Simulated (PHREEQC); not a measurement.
Dissolve 0.087 mol/kgw HF, 0.00025 mol/kgw H2SiF6, 0.26 mol/kgw H3BO3 and 0.16 mol/kgw HCl at 61 °C. Closed to the air; pH follows from the charge balance.

Model: ion-association model, wateq4f.dat, run in PHREEQC.

No solid was allowed to form.

Task: Order these F species by the share of F that they hold, largest first: BF3OH-, HF, BF2(OH)2-, BF4-.

Result: BF4- (83 %), HF (8.7 %), BF3OH- (5.9 %), BF2(OH)2- (2.4 %)

Task: Order these B species by the share of B that they hold, largest first: BF3OH-, BF4-, BF2(OH)2-, H3BO3.

Result: H3BO3 (92 %), BF4- (7.1 %), BF3OH- (0.67 %), BF2(OH)2- (0.41 %)

The pH is 0.84 and the ionic strength 0.181 mol/kgw. Species that the database lacks are ignored. Away from 25 °C the constants follow the database's enthalpies or fits; those with neither stay at their 25 °C values. SiF6-2 is the database's only silicon fluoride. Real BF4- forms and hydrolyses slowly; the run takes it at equilibrium.
